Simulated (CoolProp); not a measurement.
Octamethyltrisiloxane (MDM) along the isotherm 95.55 °C: Z from the reference equation and from simpler models built on Tc = 292.2 °C, pc = 14.38 bar, ω = 0.528; each cubic takes its own stable root.

Model: reference Helmholtz-energy equation of state, Thol 2017, in CoolProp.

```json
[
 {"p (bar)": "2.16", "phase": "liquid", "reference": "0.02246"},
 {"p (bar)": "4.31", "phase": "liquid", "reference": "0.04478"},
 {"p (bar)": "6.47", "phase": "liquid", "reference": "0.06717"},
 {"p (bar)": "8.63", "phase": "liquid", "reference": "0.08953"},
 {"p (bar)": "10.8", "phase": "liquid", "reference": "0.1120"},
 {"p (bar)": "12.9", "phase": "liquid", "reference": "0.1336"},
 {"p (bar)": "15.1", "phase": "liquid", "reference": "0.1563"},
 {"p (bar)": "17.3", "phase": "liquid", "reference": "0.1790"},
 {"p (bar)": "19.4", "phase": "liquid", "reference": "0.2005"},
 {"p (bar)": "21.6", "phase": "liquid", "reference": "0.2231"}
]
```

Problem. How far does each simpler model (Redlich-Kwong, Peng-Robinson) lie from the reference over these 10 states: mean and median of the absolute difference, and the worst?

Solution. 
- Redlich-Kwong: mean 17.1 %, median 17.1 %, worst +18.0 % at 95.55 °C and 2.16 bar
- Peng-Robinson: mean 2.8 %, median 2.8 %, worst -2.9 % at 95.55 °C and 21.6 bar
